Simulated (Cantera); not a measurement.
Standard-state values (1 bar) from the NASA 1993 polynomials, evaluated with Cantera. Values are per mole of reaction as written; species without (g) are pure solids or liquids, kept so even where they would boil at 1 bar. TaC: taken at fixed stoichiometry.

TaC + 4 NO2(g) → TaO2(g) + CO2(g) + 4 NO(g)

| T (K) | ΔH° (kJ) | ΔS° (J/K) | ΔG° (kJ) | log10 K |
|---|---|---|---|---|
| 2250 | -255.6 | 311.8 | -957.2 | 22.22 |
| 2325 | -257.9 | 310.8 | -980.5 | 22.03 |
| 2400 | [?] | [?] | [?] | [?] |
| 2475 | -262.6 | 308.8 | -1027.0 | 21.67 |
| 2550 | [?] | [?] | [?] | [?] |

**Question.** Fill in the missing entries.

**Answer.** 
- 2400, ΔH° (kJ): -260.2
- 2400, ΔS° (J/K): 309.8
- 2400, ΔG° (kJ): -1003.8
- 2400, log10 K: 21.85
- 2550, ΔH° (kJ): -265.1
- 2550, ΔS° (J/K): 307.8
- 2550, ΔG° (kJ): -1050.1
- 2550, log10 K: 21.51
